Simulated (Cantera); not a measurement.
# Gas-phase reforming

A perfectly stirred reactor is fed with 59.6 % CH4, 36.4 % CO2, 4.05 % H2O, at 1.01 bar; it is held at 1300 K, and followed from long to short residence time.

Detailed kinetics in Cantera: GRI-Mech 3.0 (53 species, 325 reactions).

```tsv
τ (s)	x CH4	x CO2	x C2H6	x CH2	x CH3	x C2H
6.3	0.539	0.344	0.000410	1.38e-11	1.40e-5	8.67e-12
1.9	0.577	0.359	0.000520	1.26e-11	1.55e-5	2.33e-12
0.59	0.591	0.363	0.000499	1.13e-11	1.53e-5	<1e-12
0.18	0.595	0.363	0.000328	8.38e-12	1.33e-5	<1e-12
0.055	0.596	0.364	0.000140	5.21e-12	1.05e-5	<1e-12
0.017	0.596	0.364	4.53e-5	3.50e-12	8.57e-6	<1e-12
0.0051	0.596	0.364	1.17e-5	2.49e-12	7.23e-6	<1e-12
0.0015	0.596	0.364	1.91e-6	1.30e-12	5.22e-6	<1e-12
0.00047	0.596	0.364	1.45e-7	<1e-12	2.55e-6	<1e-12
```
x: mole fraction; the columns are a selection and need not sum to one.
